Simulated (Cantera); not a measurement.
Charge: 1 mol MgO, 0.067 mol SO₃, 0.1 mol O₂, 1.2 mol SO₂, at 1273 K and 0.990 bar.

Cantera equilibrium calculation (NASA polynomials, part measured and part estimated; ideal gas, pure solids and liquids). Candidate condensed phases: Mg, MgO, MgS, MgSO₄, S; 14 gas species. Mutual solubility and eutectic melting of coexisting phases are not modelled. Kinetics and transport are ignored.

Base state: SO₂ 0.992, SO₃ 0.00605, O₂ 0.00173 (mole fractions); condensed: MgO(s) + MgSO₄(s).

Q: What changes in the equilibrium state with this change: temperature from 1273 K to 1748 K?

A: 
```csv
species,before,after
SO₂,0.992,0.903
O₂,0.00173,0.0937
SO₃,0.00605,0.00349
O,4.49e-9,2.26e-5
SO,1.12e-7,3.22e-5
"MgO(s), mol",0.743,1.00
"MgSO₄(s), mol",0.257,0
```
